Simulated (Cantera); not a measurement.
A closed system holds: 1 mol Zr, 0.14 mol NH3, held at 1227 °C and 75.0 mbar.

Method: chemical equilibrium by Gibbs-energy minimisation in Cantera with the NASA 1993 tables (ideal gas, pure condensed phases). Candidate condensed phases: Zr, ZrN; 11 gas species. Mutual solubility and eutectic melting of coexisting phases are not modelled. ZrN: taken at fixed stoichiometry. Condensed phases not in the tables: N, O or C dissolved in the metal. Equilibrium is a limit: real reactors are often held back by kinetics, nucleation or transport.

Base state: H2 1.000, H 6.43e-5 (mole fractions); condensed: Zr(β) + ZrN(s).

Q: What changes in the equilibrium state with this change: Zr replaced by Cr?

A: 
```
species       before    after
-----------  -------  -------
H2             1.000    0.750
N2             <1e-9    0.250
H            6.43e-5  5.57e-5
Zr(β), mol     0.860        0
ZrN(s), mol    0.140        0
Cr(s), mol         0    1.000
```
Further candidate phases: Cr, CrN, Cr2N.

Q: What changes in the equilibrium state with this change: NH3 from 0.14 to 1.4 mol?

A: 
| species | before | after |
|---|---|---|
| H2 | 1.000 | 0.913 |
| N2 | <1e-9 | 0.0870 |
| H | 6.43e-5 | 6.14e-5 |
| Zr(β), mol | 0.860 | 0 |
| ZrN(s), mol | 0.140 | 1.00 |

Q: What changes in the equilibrium state with this change: temperature from 1227 °C to 2550 °C?

A: 
```csv
species,before,after
H2,1.000,0.722
H,6.43e-5,0.275
N2,<1e-9,0.00192
Zr,<1e-9,0.000876
"Zr(β), mol",0.860,0
"ZrN(s), mol",0.140,0.139
"Zr(l), mol",0,0.861
```
